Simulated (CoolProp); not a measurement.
Saturation properties of chloromethane (R40) (Tc = 145.5 °C, pc = 6.929 MPa, ω = 0.150).

Computed with CoolProp (reference Helmholtz-energy equation of state, Thol 2014).

| T (°C) | p (MPa) | enthalpy of vaporisation (kJ/kg) | vapour Z |
|---|---|---|---|
| 34.05 | 0.7448 | 362.4 | 0.8721 |
| 42.75 | 0.9376 | 350.9 | 0.8520 |
| 51.45 | 1.165 | 338.7 | 0.8301 |
| 60.15 | 1.431 | 325.7 | 0.8062 |
| 68.85 | 1.738 | 311.8 | 0.7804 |
| 77.55 | 2.091 | 296.8 | 0.7523 |
| 86.25 | 2.494 | 280.6 | 0.7218 |
| 94.95 | 2.951 | 262.7 | 0.6885 |
| 103.65 | 3.467 | 242.8 | 0.6518 |
| 112.35 | 4.046 | 220.2 | 0.6109 |
| 120.95 | 4.686 | 193.9 | 0.5648 |
| 129.65 | 5.408 | 160.8 | 0.5094 |

It boils at -24.0 °C under 1 atm.
